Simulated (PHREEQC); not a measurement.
Synthetic water in mmol/kgw, 25 °C, pH 5.84, pe -0.6:

| constituent | mmol/kgw |
|---|---|
| Na | 0.0471 |
| K | 0.00385 |
| Ca | 0.0768 |
| Mg | 0.166 |
| Cl | 0.0656 |
| S(6) | 0.11 |
| Alkalinity (meq/kgw) | 0.25 |
| N(-3) | 0.000143 |
| Ba | 0.000155 |
| Fe(2) | 0.00655 |

Valence states are taken as typed.

Computed with PHREEQC (ion-association model, wateq4f.dat).

Each row changes one thing in this solution. This is a speciation only: nothing precipitates in the calculation.

```csv
case,CO2 (mol/kgw),MgSO4 (mol/kgw),CaSO4 (mol/kgw),MgHCO3+ (mol/kgw),CaHCO3+ (mol/kgw),FeSO4 (mol/kgw),SI of Siderite (FeCO3),SI of Gypsum (CaSO4:2H2O)
as made,0.000788,3.08e-6,1.22e-6,4.18e-7,2.11e-7,9.09e-8,-2.47,-3.63
Mg from 0.166 to 0.498 mmol/kgw,(withheld),8.17e-6,1.07e-6,(withheld),2.03e-7,8.04e-8,-2.49,-3.69
pH from 5.84 to 5.5 at the same alkalinity,0.00174,3.08e-6,1.22e-6,4.21e-7,2.13e-7,9.09e-8,(withheld),-3.63
temperature from 25 to 45 °C at the same typed pH,0.000681,4.81e-6,1.41e-6,(withheld),2.57e-7,(withheld),-2.23,-3.62
```

Some entries are withheld; supply them.


- Mg from 0.166 to 0.498 mmol/kgw, CO2 (mol/kgw): 0.000778
- Mg from 0.166 to 0.498 mmol/kgw, MgHCO3+ (mol/kgw): 1.20e-6
- pH from 5.84 to 5.5 at the same alkalinity, SI of Siderite (FeCO3): -2.81
- temperature from 25 to 45 °C at the same typed pH, MgHCO3+ (mol/kgw): 4.67e-7
- temperature from 25 to 45 °C at the same typed pH, FeSO4 (mol/kgw): 1.24e-7

Away from 25 °C the constants follow the database's enthalpies or fits; those with neither stay at their 25 °C values.
